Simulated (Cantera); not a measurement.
# Gas activation for diamond growth

An isothermal, constant-pressure homogeneous reactor starts with 1.61 % CH4, 89.7 % H2, 8.70 % H, at 1348 K and 0.0267 bar.

Computed with Cantera and GRI-Mech 3.0 (53 species, 325 reactions). GRI-Mech 3.0 stops at C3 and has no aromatics, soot or wall deposition, so with more carbon than oxygen in the feed, carbon stays in small species such as C2H2 where larger ones or solid carbon would form. Radical loss at walls, strong at low pressure, is not modelled.

| t (s) | x CH4 | x H2 | x H | x C2H | x C2H4 | x CH2 |
|---|---|---|---|---|---|---|
| 0.000900 | 0.00818 | 0.965 | 0.0210 | 3.61e-8 | 8.86e-5 | 6.11e-6 |
| 0.00224 | 0.00907 | 0.978 | 0.00864 | 1.70e-8 | 0.000100 | 3.15e-6 |
| 0.00555 | 0.00972 | 0.983 | 0.00328 | 6.74e-9 | 0.000106 | 8.76e-7 |
| 0.0138 | 0.0100 | 0.985 | 0.00125 | 2.61e-9 | 0.000117 | 1.72e-7 |
| 0.0343 | 0.0101 | 0.986 | 0.000487 | 1.03e-9 | 0.000129 | 2.98e-8 |
| 0.0851 | 0.0101 | 0.986 | 0.000193 | 4.09e-10 | 0.000135 | 4.94e-9 |
| 0.211 | 0.0101 | 0.986 | 7.82e-5 | 1.66e-10 | 0.000135 | 8.26e-10 |
| 0.525 | 0.0101 | 0.987 | 3.34e-5 | 7.12e-11 | 0.000133 | 1.52e-10 |
| 1.30 | 0.0101 | 0.987 | 1.74e-5 | 3.72e-11 | 0.000131 | 4.15e-11 |
| 3.24 | 0.0101 | 0.987 | 1.39e-5 | 2.97e-11 | 0.000130 | 2.65e-11 |
| 8.05 | 0.0101 | 0.987 | 1.38e-5 | 2.94e-11 | 0.000130 | 2.59e-11 |
| 20.0 | 0.0101 | 0.987 | 1.38e-5 | 2.95e-11 | 0.000130 | 2.59e-11 |
x: mole fraction; the columns are a selection and need not sum to one.

Equilibrium at this temperature and pressure: CH4 0.00860, H2 0.987, H 1.42e-5, C2H 3.70e-11, C2H4 0.000158, CH2 2.34e-11 (gas phase only).
